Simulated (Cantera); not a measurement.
**NO annealing gas**

An isothermal, constant-pressure homogeneous reactor starts with NO : N₂ = 1 : 6.3 (molar parts), at 2175 K and 1.90 bar.

Model: GRI-Mech 3.0 (53 species, 325 reactions), integrated in Cantera.

```csv
t (s),x NO,x O₂,x N₂,x O,x NO₂
0.000400,0.137,1.80e-5,0.863,6.22e-5,1.91e-5
0.00101,0.137,0.000121,0.863,9.62e-5,2.97e-5
0.00256,0.136,0.000451,0.864,0.000104,3.20e-5
0.00649,0.134,0.00131,0.864,0.000115,3.50e-5
0.0164,0.130,0.00354,0.867,0.000139,4.11e-5
0.0416,0.118,0.00935,0.872,0.000187,5.09e-5
0.105,0.0901,0.0233,0.886,0.000269,5.65e-5
0.266,0.0436,0.0465,0.910,0.000367,3.75e-5
0.674,0.0119,0.0623,0.925,0.000420,1.18e-5
1.71,0.00725,0.0646,0.928,0.000427,7.30e-6
4.32,0.00720,0.0647,0.928,0.000427,7.25e-6
10.9,0.00720,0.0647,0.928,0.000427,7.25e-6
27.7,0.00720,0.0647,0.928,0.000427,7.25e-6
70.0,0.00720,0.0647,0.928,0.000427,7.25e-6
```
x: mole fraction; the columns are a selection and need not sum to one.

Equilibrium at this temperature and pressure: NO 0.00720, O₂ 0.0647, N₂ 0.928, O 0.000427, NO₂ 7.25e-6 (gas phase only).
